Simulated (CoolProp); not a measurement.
Isobutene along the isotherm 124.55 °C: fugacity coefficient from the reference equation and from simpler models built on Tc = 144.9 °C, pc = 4.016 MPa, ω = 0.193; each cubic takes its own stable root.

Model: reference Helmholtz-energy equation of state, Lemmon 2005, in CoolProp. It is a short technical equation, of lower accuracy than the large ones.

```
p (MPa)   phase  reference  van der Waals  Redlich-Kwong  Soave-Redlich-Kwong  Peng-Robinson
-------  ------  ---------  -------------  -------------  -------------------  -------------
0.0317      gas     0.9968         0.9974         0.9969               0.9968         0.9965
0.0536      gas     0.9946         0.9955         0.9948               0.9947         0.9941
0.0904      gas     0.9908         0.9925         0.9912               0.9910         0.9901
0.153       gas     0.9845         0.9873         0.9851               0.9848         0.9833
0.258       gas     0.9739         0.9785         0.9748               0.9744         0.9719
0.435       gas     0.9560         0.9638         0.9577               0.9570         0.9528
0.733       gas     0.9261         0.9391         0.9290               0.9279         0.9211
1.24        gas     0.8755         0.8971         0.8807               0.8787         0.8680
2.09        gas     0.7906         0.8262         0.8001               0.7967         0.7807
3.52     liquid     0.5926         0.6822         0.6240               0.6076         0.5875
5.95     liquid     0.3853         0.4662         0.4130               0.4011         0.3832
10       liquid     0.2659         0.3440         0.2907               0.2817         0.2644
```
